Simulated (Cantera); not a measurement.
What does this Cantera script print?

```python
import numpy as np
import cantera as ct

gas = ct.Solution("gri30.yaml")
gas.TPX = 350, 1000000, {'CH4': 1, 'CO': 0.54, 'O2': 2.27, 'N2': 8.54}
flame = ct.FreeFlame(gas, width=0.008)
flame.set_refine_criteria(ratio=3, slope=0.08, curve=0.16)
flame.transport_model = "mixture-averaged"
flame.solve(loglevel=0, auto=True)
z, T = flame.grid, flame.T
thick = (T[-1] - T[0]) / np.gradient(T, z).max()
show = ['CH4', 'CO', 'O2', 'NO', 'CH2CO', 'C2H2']
print(f"laminar burning velocity  {flame.velocity[0] * 100:.3f} cm/s")
print(f"burnt temperature         {T[-1]:.1f} K")
print(f"thermal thickness         {thick * 1e3:.4f} mm")
print(f"grid points               {len(z)}")
z0 = z[flame.heat_release_rate.argmax()]
print(f"{'z/mm':>9s}{'T/K':>9s}{'u/(m/s)':>9s}" + "".join(f"{s:>11s}" for s in show))
rows = []
for k in (-3, -2, -1.5, -1, -0.5, -0.25, 0, 0.25, 0.5, 1, 2, 4, 8):
    zz = z0 + k * thick
    rows.append([k * thick, np.interp(zz, z, T), np.interp(zz, z, flame.velocity),
                 *(np.interp(zz, z, flame.X[gas.species_index(s)]) for s in show)])
    print(f"{rows[-1][0] * 1e3:9.3f}{rows[-1][1]:9.1f}{rows[-1][2]:9.3f}" + "".join(f"{x:11.3e}" for x in rows[-1][3:]))
```

Output:

```
laminar burning velocity  21.731 cm/s
burnt temperature         2329.6 K
thermal thickness         0.0829 mm
grid points               141
     z/mm      T/K  u/(m/s)        CH4         CO         O2         NO      CH2CO       C2H2
   -0.249    350.3    0.218  8.092e-02  4.371e-02  1.837e-01  1.115e-10  7.402e-10  1.810e-09
   -0.166    353.4    0.220  8.067e-02  4.368e-02  1.834e-01  1.809e-09  2.404e-08  4.021e-08
   -0.124    367.7    0.229  7.980e-02  4.366e-02  1.824e-01  1.133e-08  2.291e-07  2.937e-07
   -0.083    474.9    0.297  7.425e-02  4.395e-02  1.750e-01  1.579e-07  3.902e-06  3.407e-06
   -0.041    983.8    0.620  4.876e-02  4.674e-02  1.334e-01  4.035e-06  5.098e-05  3.042e-05
   -0.021   1440.2    0.908  2.496e-02  4.986e-02  9.033e-02  1.240e-05  1.268e-04  6.852e-05
    0.000   1880.0    1.180  3.927e-03  4.833e-02  4.358e-02  2.352e-05  1.033e-04  1.011e-04
    0.021   2068.4    1.286  7.873e-05  3.369e-02  2.156e-02  3.568e-05  4.607e-06  5.216e-06
    0.041   2147.8    1.328  1.029e-06  2.404e-02  1.516e-02  4.338e-05  7.437e-08  6.328e-08
    0.083   2225.1    1.369  4.696e-10  1.691e-02  1.063e-02  5.295e-05  3.037e-11  2.901e-11
    0.166   2281.3    1.399  5.412e-14  1.233e-02  7.530e-03  6.521e-05  3.822e-15  2.034e-15
    0.332   2313.6    1.415  9.418e-16  9.423e-03  5.657e-03  8.196e-05  4.425e-17  8.671e-19
    0.663   2326.6    1.422  2.196e-16  8.137e-03  4.856e-03  1.083e-04  1.841e-18  1.979e-20
```

Cantera simulation using GRI-Mech 3.0 (53 species, 325 reactions); the numbers are that mechanism's predictions, not measurements. Burning velocities carry a grid error of a few per cent, more on coarse grids.
